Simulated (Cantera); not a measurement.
Charge: 1 mol CS₂, 1.2 mol H₂, 42 mol N₂, at 875 °C and 23000 Pa.

Equilibrium computed with Cantera from the NASA thermochemical tables; the gas is ideal and each condensed phase is pure. Candidate condensed phases: C, C₆H₆, C₇H₈, C₈H₁₈, S; 100 gas species. Gases not in the tables: S₃ to S₇. Rates play no part.

Base state: N₂ 0.956, H₂ 0.0155, CS₂ 0.0147, H₂S 0.0118, S₂ 0.00221, SH 1.53e-5 (mole fractions); condensed: C(graphite).

Problem. What changes in the equilibrium state with this change: CS₂ replaced by N₂O?

Solution. 
| species | before | after |
|---|---|---|
| N₂ | 0.956 | 0.973 |
| H₂O | 0 | 0.0226 |
| H₂ | 0.0155 | 0.00452 |
| CS₂ | 0.0147 | 0 |
| H₂S | 0.0118 | 0 |
| S₂ | 0.00221 | 0 |
| SH | 1.53e-5 | 0 |
| C(graphite), mol | 0.355 | 0 |
Further candidate phases: H₂O.
